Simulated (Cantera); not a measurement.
Mixture: H₂ : O₂ : N₂ = 1 : 0.455 : 2.73 (molar parts), at 2.80 bar, adiabatic and at constant pressure. Ignition delay is the time to a rise of 400 K.

Computed with Cantera and the H2/O2 subset of GRI-Mech 3.0, which has no nitrogen chemistry. The hydrogen kinetics of GRI-Mech 3.0 are dated; newer H2 mechanisms differ, most at raised pressure. Where the delays flatten at high temperature, the 400 K rule measures the pace of heat release, not the induction time.

Question: What does this change do: H2 1 to 2.9 parts?

Answer: 
| quantity | before | after |
|---|---|---|
| delay at 1300 K | 14.9 µs | 17.9 µs |
| delay at 1400 K | 10.1 µs | 12.1 µs |
| delay at 1500 K | 7.65 µs | 9.31 µs |
| delay at 1600 K | 6.40 µs | 7.97 µs |
| delay at 1700 K | 5.78 µs | 7.38 µs |

Question: What does this change do: H2 1 to 2.7 parts?

Answer: 
```
quantity          before    after
---------------  -------  -------
delay at 1300 K  14.9 µs  17.4 µs
delay at 1400 K  10.1 µs  11.7 µs
delay at 1500 K  7.65 µs  8.94 µs
delay at 1600 K  6.40 µs  7.59 µs
delay at 1700 K  5.78 µs  6.98 µs
```
